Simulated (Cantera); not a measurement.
Input: 1 mol C₂F₆, a varied amount of CH₄, equilibrated at 3125 K and 750 Torr.

Method: chemical equilibrium by Gibbs-energy minimisation in Cantera with the NASA 1993 tables (ideal gas, pure condensed phases). Candidate condensed phases: C, C₆H₆, C₇H₈, C₈H₁₈; 95 gas species. The feed counts by its element totals alone. The tables' values for C₂F₄ are old estimates; treat these amounts as uncertain. Gases not in the tables: C₂F₆ and larger saturated fluorocarbons. Equilibrium is a limit: real reactors are often held back by kinetics, nucleation or transport.

Q: At 0.085 mol CH₄, list the 5 most abundant gas species with their mole fractions, and the condensed phases.

A: CF₂ 0.444, F 0.390, HF 0.0858, CF 0.0505, CF₃ 0.0144. Condensed: gas only.
